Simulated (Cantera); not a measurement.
Feed: 1 mol borazine, 0.41 mol H₂O, a varied amount of N₂, held at 1875 K and 0.320 bar.

These are equilibrium values from Cantera (NASA tables, ideal gas, pure condensed phases), not measurements of a reactor. Candidate condensed phases: B, BN, B₂O₃, B₃O₃H₃, H₂O; 39 gas species. The feed counts by its element totals alone. Equilibrium is a limit: real reactors are often held back by kinetics, nucleation or transport.

At 40 mol N₂, list the 5 most abundant gas species with their mole fractions, and the condensed phases.

N₂ 0.918, H₂ 0.0757, HBO 0.00281, HBO₂ 0.00119, B₂O₃ 0.00107. Condensed: BN(s).
